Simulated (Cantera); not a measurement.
A closed system holds: 1 mol Fe2O3, 0.24 mol SO2, 5.9 mol CO2, 0.39 mol SO3, at 8250 Torr.

Method: chemical equilibrium by Gibbs-energy minimisation in Cantera with the NASA 1993 tables (ideal gas, pure condensed phases). Candidate condensed phases: C, Fe, Fe(CO)5, FeO, FeS, FeSO4, FeS2, Fe2O3, Fe2(SO4)3, Fe3O4, S; 25 gas species. Kinetics and transport are ignored. All values below are at 1300 °C.

Base state: CO2 0.878, SO2 0.0924, O2 0.0284, SO3 0.00135, CO 2.18e-5 (mole fractions); condensed: Fe2O3(s).

What changes in the equilibrium state with this change: 0.72 mol H2 added?


| species | before | after |
|---|---|---|
| CO2 | 0.878 | 0.813 |
| H2O | 0 | 0.0993 |
| SO2 | 0.0924 | 0.0867 |
| O2 | 0.0284 | 0.000272 |
| OH | 0 | 1.49e-5 |
| SO3 | 0.00135 | 0.000124 |
| CO | 2.18e-5 | 0.000206 |
| Fe2O3(s), mol | 1.00 | 0 |
| Fe3O4(s), mol | 0 | 0.667 |
Further candidate phases: C6H6, C7H8, C8H18, Fe(OH)2, Fe(OH)3, H2O, H2SO4.
